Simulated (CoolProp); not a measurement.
Saturation properties of C2F6 (R116).

Computed with CoolProp (reference Helmholtz-energy equation of state, Lemmon 2006). It is a short technical equation, of lower accuracy than the large ones.

```json
[
 {"T (°C)": "-69.45", "p (kPa)": "157.6", "vapour density (kg/m³)": "13.69", "liquid cp (kJ/(kg K))": "0.9645", "vapour viscosity (µPa s)": "9.51", "liquid conductivity (mW/(m K))": "72.7"},
 {"T (°C)": "-64.25", "p (kPa)": "201.6", "vapour density (kg/m³)": "17.28", "liquid cp (kJ/(kg K))": "0.9793", "vapour viscosity (µPa s)": "9.74", "liquid conductivity (mW/(m K))": "70.6"},
 {"T (°C)": "-59.15", "p (kPa)": "253.2", "vapour density (kg/m³)": "21.48", "liquid cp (kJ/(kg K))": "0.9948", "vapour viscosity (µPa s)": "9.96", "liquid conductivity (mW/(m K))": "68.6"},
 {"T (°C)": "-53.95", "p (kPa)": "315.6", "vapour density (kg/m³)": "26.56", "liquid cp (kJ/(kg K))": "1.012", "vapour viscosity (µPa s)": "10.2", "liquid conductivity (mW/(m K))": "66.5"},
 {"T (°C)": "-48.85", "p (kPa)": "387.4", "vapour density (kg/m³)": "32.43", "liquid cp (kJ/(kg K))": "1.030", "vapour viscosity (µPa s)": "10.4", "liquid conductivity (mW/(m K))": "64.5"},
 {"T (°C)": "-43.65", "p (kPa)": "472.6", "vapour density (kg/m³)": "39.44", "liquid cp (kJ/(kg K))": "1.050", "vapour viscosity (µPa s)": "10.7", "liquid conductivity (mW/(m K))": "62.5"},
 {"T (°C)": "-38.55", "p (kPa)": "569.1", "vapour density (kg/m³)": "47.48", "liquid cp (kJ/(kg K))": "1.072", "vapour viscosity (µPa s)": "10.9", "liquid conductivity (mW/(m K))": "60.5"},
 {"T (°C)": "-33.35", "p (kPa)": "681.9", "vapour density (kg/m³)": "57.06", "liquid cp (kJ/(kg K))": "1.097", "vapour viscosity (µPa s)": "11.2", "liquid conductivity (mW/(m K))": "58.4"},
 {"T (°C)": "-28.25", "p (kPa)": "807.8", "vapour density (kg/m³)": "68.04", "liquid cp (kJ/(kg K))": "1.125", "vapour viscosity (µPa s)": "11.5", "liquid conductivity (mW/(m K))": "56.3"},
 {"T (°C)": "-23.05", "p (kPa)": "953.2", "vapour density (kg/m³)": "81.13", "liquid cp (kJ/(kg K))": "1.158", "vapour viscosity (µPa s)": "11.8", "liquid conductivity (mW/(m K))": "54.2"},
 {"T (°C)": "-17.95", "p (kPa)": "1114", "vapour density (kg/m³)": "96.22", "liquid cp (kJ/(kg K))": "1.197", "vapour viscosity (µPa s)": "12.2", "liquid conductivity (mW/(m K))": "52.1"},
 {"T (°C)": "-12.75", "p (kPa)": "1297", "vapour density (kg/m³)": "114.4", "liquid cp (kJ/(kg K))": "1.245", "vapour viscosity (µPa s)": "12.6", "liquid conductivity (mW/(m K))": "49.9"}
]
```

It boils at -78.1 °C under 1 atm.

Viscosity comes from a separate model (Huber 2003), an estimate that may be off by 10 % or more. Thermal conductivity comes from a separate model (Huber 2003), an estimate that may be off by 10 % or more.
